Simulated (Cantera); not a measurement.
Input: 1 mol PbO, 2.8 mol H2, held at 648.15 K and 100000 Pa.

These are equilibrium values from Cantera (NASA tables, ideal gas, pure condensed phases), not measurements of a reactor. Candidate condensed phases: H2O, Pb, PbO, PbO2, Pb3O4; 12 gas species. Rates play no part.

Base state: H2 0.643, H2O 0.357 (mole fractions); condensed: Pb(l).

Q: What changes in the equilibrium state with this change: PbO replaced by Hg?

A: 
```tsv
species	before	after
H2	0.643	0.737
Hg	0	0.263
H2O	0.357	0
Pb(l), mol	1.00	0
```
Further candidate phases: Hg.
